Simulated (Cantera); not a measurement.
Mixture: CO : H₂ : O₂ : N₂ = 1 : 1.4 : 1.36 : 5.13 (molar parts), equivalence ratio 0.88, at 3150 Torr, adiabatic and at constant pressure. Ignition delay is the time to a rise of 400 K.

Model: GRI-Mech 3.0 (53 species, 325 reactions), integrated in Cantera. The hydrogen kinetics of GRI-Mech 3.0 are dated; newer H2 mechanisms differ, most at raised pressure. Where the delays flatten at high temperature, the 400 K rule measures the pace of heat release, not the induction time.

Task: Predict: delay at 1300 K; delay at 1400 K; delay at 1500 K; delay at 1600 K; delay at 1700 K; delay at 1800 K; delay at 1900 K.

Result: 
* **delay at 1300 K**: 9.06 µs
* **delay at 1400 K**: 5.87 µs
* **delay at 1500 K**: 4.34 µs
* **delay at 1600 K**: 3.51 µs
* **delay at 1700 K**: 3.06 µs
* **delay at 1800 K**: 2.83 µs
* **delay at 1900 K**: 2.76 µs
